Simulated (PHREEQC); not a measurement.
NaOH is added in steps, without added water, to 1 kg of water holding 7.9 mmol/kgw Na2SeO4, 67 mmol/kgw H3PO4 and 8.7 mmol/kgw NaCl, at 28 °C. Oxygen is held at 0.21 atm. The system is closed to CO2. The run lets Halite precipitate or redissolve, and no other solid.

Base run: PHREEQC, ion-association model, wateq4f.dat. Each further column changes one thing. The table gives HPO4-2 (mol/kgw).

```tsv
NaOH added (mol)	base	Debye-Hückel limiting law	metal-ligand complexes left out	Davies equation for every ion	all activity coefficients set to 1
0	1.49e-7	2.03e-7	1.49e-7	1.56e-7	7.69e-8
0.02656	6.19e-7	8.23e-7	6.19e-7	6.36e-7	3.52e-7
0.05844	7.68e-6	1.02e-5	7.68e-6	7.73e-6	4.51e-6
0.085	0.0168	0.0173	0.0180	0.0168	0.0149
0.1116	0.0412	0.0430	0.0445	0.0411	0.0356
0.1434	0.0539	0.0561	0.0585	0.0536	0.0468
0.17	0.0338	0.0319	0.0366	0.0338	0.0343
```

H3PO4, which wateq4f.dat lacks, is added to it with the constant of phreeqc.dat.
